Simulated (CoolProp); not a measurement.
c-C4F8 (RC318) along the isotherm 392.6 K: density (kg/m³) from the reference equation and from simpler models built on Tc = 388.4 K, pc = 2.778 MPa, ω = 0.355; each cubic takes its own stable root.

The numbers come from the reference Helmholtz-energy equation of state, Platzer 1990 in CoolProp. This equation is an older, rougher fit; its heat capacities, sound speeds and derivatives of the liquid may be far off and weren't checked against measurements.

```
p (MPa)          phase  reference
-------  -------------  ---------
1.85               gas      153.8
3.7      supercritical      942.0
5.56     supercritical       1075
7.41     supercritical       1137
9.26     supercritical       1180
11.1     supercritical       1213
13       supercritical       1241
14.8     supercritical       1264
16.7     supercritical       1285
18.5     supercritical       1303
20.4     supercritical       1321
22.2     supercritical       1335
24.1     supercritical       1350
25.9     supercritical       1363
27.8     supercritical       1375
```

Problem. How far does each simpler model (ideal gas, van der Waals, Redlich-Kwong, Soave-Redlich-Kwong, Peng-Robinson) lie from the reference over these 15 states: mean and median of the absolute difference, and the worst?

Solution. 
- ideal gas: mean 32.1 %, median 26.3 %, worst -75.9 % at 392.6 K and 3.7 MPa
- van der Waals: mean 23.3 %, median 24.3 %, worst -27.1 % at 392.6 K and 3.7 MPa
- Redlich-Kwong: mean 4.3 %, median 2.8 %, worst -14.5 % at 392.6 K and 3.7 MPa
- Soave-Redlich-Kwong: mean 4.6 %, median 3.1 %, worst -16.1 % at 392.6 K and 3.7 MPa
- Peng-Robinson: mean 6.7 %, median 7.6 %, worst +10.6 % at 392.6 K and 27.8 MPa
